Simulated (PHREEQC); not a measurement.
# Reverse-osmosis permeate: an equilibrium model

Synthetic water in mg/L, 39 °C, pH 6.2, pe 10.1:

```csv
constituent,mg/L
Na,2.43
K,0.087
Ca,9.36
Mg,0.00285
Cl,11.6
S(6) as SO4,0.337
Alkalinity as HCO3,13.2
Cd,0.037
O(0) (dissolved oxygen),0.00581
Si as SiO2,0.0269
```

Valence states are taken as typed.

The numbers come from PHREEQC with the ion-association model, wateq4f.dat.

Each row changes one thing in this solution. This is a speciation only: nothing precipitates in the calculation.

```csv
case,CO2 (mol/kgw),SO4-2 (mol/kgw),CaHCO3+ (mol/kgw),CaSO4 (mol/kgw),CO3-2 (mol/kgw),CaCO3 (mol/kgw),SI of Otavite (CdCO3),SI of Quartz (SiO2)
as made,0.000263,3.37e-6,6.61e-7,1.37e-7,2.24e-8,9.44e-9,-2.16,-2.57
pH from 6.2 to 7.2 at the same alkalinity,2.61e-5,3.37e-6,6.56e-7,1.37e-7,2.22e-7,9.37e-8,-1.17,-2.57
pH from 6.2 to 5.5 at the same alkalinity,0.00134,3.37e-6,6.69e-7,1.37e-7,4.52e-9,1.91e-9,-2.86,-2.57
temperature from 39 to 90 °C at the same typed pH,0.000313,3.32e-6,8.82e-7,1.89e-7,2.79e-8,5.46e-8,-2.08,-3.15
S(6) from 0.337 to 0.674 mg/L,0.000263,6.74e-6,6.60e-7,2.73e-7,2.24e-8,9.43e-9,-2.16,-2.57
```

At this temperature some constants are extrapolated from 25 °C, and those without enthalpy data are left unchanged.
